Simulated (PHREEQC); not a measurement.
# Metal-bearing waste water (model solution)

Consider water at 25 °C with 1.5 mmol/kgw CuSO4, 0.048 mmol/kgw MgSO4 and 30 mmol/kgw H2SO4. Closed to the air; pH follows from the charge balance.

Model: ion-association model, phreeqc.dat, run in PHREEQC.

```yaml
pH: 1.47
ionic_strength: 0.0541 mol/kgw
specific_conductance: 14400 µS/cm
density: 0.999 g/cm³
total_alkalinity: -60.0 meq/kg
```

| species | molality | activity | log γ |
|---|---|---|---|
| H+ | 0.0399 | 0.0340 | -0.070 |
| HSO4- | 0.0201 | 0.0164 | -0.088 |
| SO4-2 | 0.0110 | 0.00496 | -0.345 |
| Cu+2 | 0.00102 | 0.000481 | -0.325 |
| CuSO4 | 0.000482 | 0.000488 | 0.005 |
| Mg+2 | 3.11e-5 | 1.47e-5 | -0.323 |
| MgSO4 | 1.69e-5 | 1.72e-5 | 0.005 |

No solid was allowed to form. Species that the database lacks are ignored.
